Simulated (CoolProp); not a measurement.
The fluid at 293.15 K and 2.74 MPa is throttled through a valve to 1.34 MPa with no heat exchange. The same conditions are run with several fluids, on thermodynamics alone (safety and materials aside).

Model: reference Helmholtz-energy equation of state of each fluid (CF4 (R14): Platzer 1990; C2F6 (R116): Lemmon 2006; carbon dioxide: Span 1996; oxygen: Schmidt 1985; methane: Setzmann 1991), in CoolProp. The equations of Platzer and Polt are older, rougher fits.

| fluid | temperature change (K) | final density (kg/m³) |
|---|---|---|
| CF4 (R14) | ? | 52.9 |
| C2F6 (R116) | ? | ? |
| carbon dioxide | ? | ? |
| oxygen | ? | 18.0 |
| methane | ? | ? |

Question: Some entries are withheld; supply them.

Answer: 
- CF4 (R14), temperature change (K): -8.3
- C2F6 (R116), temperature change (K): -22.4
- C2F6 (R116), final density (kg/m³): 108
- carbon dioxide, temperature change (K): -17.5
- carbon dioxide, final density (kg/m³): 28.4
- oxygen, temperature change (K): -3.8
- methane, temperature change (K): -6.3
- methane, final density (kg/m³): 9.26
